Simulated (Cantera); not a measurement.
Input: 1 mol Si₃H₈, 0.28 mol HCl, a varied amount of N₂, 0.048 mol Cl₂, at 1373.15 K and 1.95 Torr.

Method: chemical equilibrium by Gibbs-energy minimisation in Cantera with the NASA 1993 tables (ideal gas, pure condensed phases). Candidate condensed phases: NH₄Cl, Si, Si₃N₄; 28 gas species. The feed counts by its element totals alone. N₂ is the only nitrogen source here; it is nearly inert below about 1500 K, so the nitride shown seldom forms there in practice. The numbers say what is thermodynamically allowed, not how fast it happens.

x: gas mole fraction; n: condensed amount in mol.

```json
[
 {"n(N₂) (mol)": "4.3", "x N₂": "0.347", "x H₂": "0.596", "x HCl": "0.0560", "x SiCl₂": "?", "n Si₃N₄(s)": "0.999"},
 {"n(N₂) (mol)": "7.8", "x N₂": "0.573", "x H₂": "0.390", "x HCl": "0.0368", "x SiCl₂": "?", "n Si₃N₄(s)": "0.999"},
 {"n(N₂) (mol)": "14", "x N₂": "0.735", "x H₂": "0.242", "x HCl": "0.0228", "x SiCl₂": "?", "n Si₃N₄(s)": "1.000"},
 {"n(N₂) (mol)": "26", "x N₂": "0.847", "x H₂": "0.140", "x HCl": "0.0132", "x SiCl₂": "?", "n Si₃N₄(s)": "1.000"},
 {"n(N₂) (mol)": "48", "x N₂": "0.914", "x H₂": "0.0785", "x HCl": "0.00742", "x SiCl₂": "?", "n Si₃N₄(s)": "1.000"},
 {"n(N₂) (mol)": "88", "x N₂": "0.952", "x H₂": "0.0438", "x HCl": "0.00414", "x SiCl₂": "?", "n Si₃N₄(s)": "1.000"},
 {"n(N₂) (mol)": "160", "x N₂": "0.973", "x H₂": "0.0243", "x HCl": "0.00230", "x SiCl₂": "?", "n Si₃N₄(s)": "1.000"},
 {"n(N₂) (mol)": "290", "x N₂": "0.985", "x H₂": "0.0135", "x HCl": "0.00128", "x SiCl₂": "?", "n Si₃N₄(s)": "1.000"}
]
```

### Question
Fill in the missing entries.

### Answer

- 4.3, x SiCl₂: 0.000343
- 7.8, x SiCl₂: 0.000162
- 14, x SiCl₂: 8.53e-5
- 26, x SiCl₂: 4.48e-5
- 48, x SiCl₂: 2.40e-5
- 88, x SiCl₂: 1.30e-5
- 160, x SiCl₂: 7.14e-6
- 290, x SiCl₂: 3.93e-6
